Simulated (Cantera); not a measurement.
Input: 1 mol CuO, 6.3 mol CO, 2.7 mol H2, equilibrated at 1398 K and 3.30 bar.

Method: chemical equilibrium by Gibbs-energy minimisation in Cantera with the NASA 1993 tables (ideal gas, pure condensed phases). Candidate condensed phases: C, C6H6, C7H8, C8H18, Cu, CuO, Cu(OH)2, Cu2O, H2O; 113 gas species. Kinetics and transport are ignored.

Base state: CO 0.640, H2 0.249, CO2 0.0603, H2O 0.0508, CH4 3.51e-5 (mole fractions); condensed: Cu(l).

What changes in the equilibrium state with this change: H2 from 2.7 to 0.23 mol?


```tsv
species	before	after
CO	0.640	0.821
CO2	0.0603	0.143
H2	0.249	0.0256
H2O	0.0508	0.00966
CH4	3.51e-5	2.56e-7
Cu(l), mol	1.000	1.000
```

What changes in the equilibrium state with this change: temperature from 1398 K to 1175 K?


```json
[
 {"species": "CO", "before": "0.640", "after": "0.626"},
 {"species": "H2", "before": "0.249", "after": "0.258"},
 {"species": "CO2", "before": "0.0603", "after": "0.0743"},
 {"species": "H2O", "before": "0.0508", "after": "0.0392"},
 {"species": "CH4", "before": "3.51e-5", "after": "0.00199"},
 {"species": "Cu(l), mol", "before": "1.000", "after": "0"},
 {"species": "Cu(s), mol", "before": "0", "after": "1.00"}
]
```
